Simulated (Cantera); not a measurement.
**Stirred combustor or abatement burner**

A perfectly stirred reactor is fed with H₂ : O₂ : N₂ = 1 : 0.357 : 1.34 (molar parts), equivalence ratio 1.4, at 1.00 atm; it is adiabatic with a 523 K inlet, and is followed from long to short residence time, starting on the burning branch (τ in s: 0.08, 0.028, 0.0097, 0.0034, 0.0012, 0.00041, 0.00014, 5e-05, 1.7e-05).

Cantera simulation using the H2/O2 subset of GRI-Mech 3.0, which has no nitrogen chemistry; the numbers are that mechanism's predictions, not measurements.

```tsv
τ (s)	T (K)	x H₂	x O₂	x O	x HO₂	x OH
0.080	2428	0.120	0.000160	0.000143	1.02e-7	0.00349
0.028	2415	0.120	0.000234	0.000198	1.51e-7	0.00406
0.0097	2386	0.119	0.000424	0.000346	2.78e-7	0.00524
0.0034	2332	0.118	0.000863	0.000707	5.64e-7	0.00713
0.0012	2243	0.116	0.00178	0.00148	1.12e-6	0.00947
0.00041	2108	0.114	0.00354	0.00291	2.21e-6	0.0115
0.00014	1927	0.111	0.00641	0.00491	4.33e-6	0.0121
5.0e-5	1723	0.110	0.0109	0.00679	8.61e-6	0.0106
1.7e-5	1483	0.125	0.0231	0.00755	2.26e-5	0.00713
```
x: mole fraction; the columns are a selection and need not sum to one.
